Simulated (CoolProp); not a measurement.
Saturation properties of hydrogen chloride.

Model: reference Helmholtz-energy equation of state, Thol 2018, in CoolProp.

| T (K) | p (kPa) | liquid density (kg/m³) | enthalpy of vaporisation (kJ/kg) | liquid cp (kJ/(kg K)) | vapour Z |
|---|---|---|---|---|---|
| 213.1 | 348.2 | 1121 | 414.7 | 1.689 | 0.9323 |
| 221.9 | 501.4 | 1096 | 403.1 | 1.709 | 0.9140 |
| 230.8 | 703.5 | 1071 | 390.4 | 1.736 | 0.8928 |
| 239.6 | 958.2 | 1045 | 376.8 | 1.770 | 0.8688 |
| 248.4 | 1276 | 1017 | 362.0 | 1.814 | 0.8417 |
| 257.3 | 1671 | 986.7 | 345.5 | 1.873 | 0.8109 |
| 266.1 | 2144 | 955.0 | 327.5 | 1.950 | 0.7766 |
| 274.9 | 2710 | 920.7 | 307.3 | 2.057 | 0.7381 |

It boils at 188.2 K under 1 atm.
